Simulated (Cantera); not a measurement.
What does this Cantera script print?

```python
import numpy as np
import cantera as ct

gas_names = """
    CL CLO CL2 N NO NO2 NO3 N2 N2O O O2 O3 Si SiCL SiCL2 SiCL3 SiCL4 SiN SiO SiO2 Si2 Si2N Si3
""".split()
cond_names = """
    Si(cr) Si(L) SiO2(Lqz) SiO2(hqz) SiO2(L) Si2N2O(s) Si3N4(a)
""".split()


def load(file, names, dense=False):
    # The tables refer to 1 bar. Condensed volumes are neglected.
    table = {s.name: s for s in ct.Species.list_from_file(file)}
    out = []
    for n in names:
        d = dict(table[n].input_data)
        d["thermo"] = dict(d["thermo"], **{"reference-pressure": 1e5})
        if dense:
            d["equation-of-state"] = {"model": "constant-volume", "density": "1e6 g/cm^3"}
        out.append(ct.Species.from_dict(d))
    return out


gas = ct.Solution(thermo="ideal-gas", species=load("nasa_gas.yaml", gas_names))
cond = {s.name: ct.Solution(thermo="fixed-stoichiometry", species=[s], name=s.name)
        for s in load("nasa_condensed.yaml", cond_names, dense=True)}
atoms = {
    'SiCl4': {'Si': 1, 'CL': 4},
    'NO': {'N': 1, 'O': 1},
    'O2': {'O': 2},
}
top_T = {'Si2N2O(s)': 2100, 'Si3N4(a)': 2400}  # K; cautious upper limits of use, not melting points


def equilibrate(T, P, feed):
    n = {}
    for name, mol in feed.items():
        for a, k in atoms[name].items():
            n[a] = n.get(a, 0.0) + k * mol
    gas.TPX = T, P, n
    mass = sum(n.values()) * gas.mean_molecular_weight
    gas.equilibrate("TP")
    valid = [c for c in cond.values() if c.min_temp <= T <= top_T.get(c.name, c.max_temp)]
    mix = ct.Mixture([(gas, mass / gas.mean_molecular_weight)] + [(c, 0.0) for c in valid])
    mix.T, mix.P = T, P
    mix.equilibrate("TP", solver="vcs", rtol=1e-11, max_steps=5000)
    return mix


results = []
feed = {'SiCl4': 1, 'NO': 0.14, 'O2': 16}  # mol
T = 925  # K
P = 1000  # Pa
mix = equilibrate(T, P, feed)
results.append((T, P, feed, dict(zip(mix.species_names, mix.species_moles))))
x = sorted(zip(gas.X, gas.species_names), reverse=True)
print(f"T = {T:g} K  P = {P:g} Pa  gas = {mix.phase_moles(0):.4g} mol")
print("   x: " + "  ".join(f"{s} {v:.3e}" for v, s in x if v > 0.001))
print("   condensed (mol): " + ("  ".join(f"{mix.phase(i).name} {mix.phase_moles(i):.4g}"
      for i in range(1, mix.n_phases) if mix.phase_moles(i) > 1e-12) or "none"))
```

It prints:

```
T = 925 K  P = 1000 Pa  gas = 17.14 mol
   x: O2 8.791e-01  CL2 1.165e-01  N2 4.082e-03
   condensed (mol): SiO2(hqz) 1
```

Method: chemical equilibrium by Gibbs-energy minimisation in Cantera with the NASA 1993 tables (ideal gas, pure condensed phases).
